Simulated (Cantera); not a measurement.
Cantera run, input and output.

```python
import numpy as np
import cantera as ct

gas = ct.Solution("gri30.yaml")


def delay(T, t_max=10):
    gas.TPX = T, 500000, {'CH3OH': 1, 'O2': 0.789, 'N2': 2.97}
    reactor = ct.IdealGasReactor(gas, clone=False)
    net = ct.ReactorNet([reactor])
    net.rtol, net.atol = 1e-8, 1e-16
    while net.time < t_max:
        t_old, T_old = net.time, reactor.T
        net.step()
        if reactor.T > T + 400:  # ignition: a rise of 400 K
            return t_old + (T + 400 - T_old) / (reactor.T - T_old) * (net.time - t_old)
    return np.nan


taus = []
for T in [1075, 1175, 1275, 1375, 1475, 1575, 1675, 1775, 1875]:
    taus.append(delay(T))
    print(f"T0 = {T:6g} K   tau = {taus[-1]:.4e} s")
```

Result:

```
T0 =   1075 K   tau = 2.2408e-02 s
T0 =   1175 K   tau = 3.2414e-03 s
T0 =   1275 K   tau = 6.4114e-04 s
T0 =   1375 K   tau = 1.6386e-04 s
T0 =   1475 K   tau = 5.1974e-05 s
T0 =   1575 K   tau = 1.9757e-05 s
T0 =   1675 K   tau = 8.6941e-06 s
T0 =   1775 K   tau = 4.2951e-06 s
T0 =   1875 K   tau = 2.3302e-06 s
```

Computed with Cantera and GRI-Mech 3.0 (53 species, 325 reactions). GRI-Mech 3.0 was tuned for natural gas; its chemistry of methanol as a main component is partial and can be far from experiment.
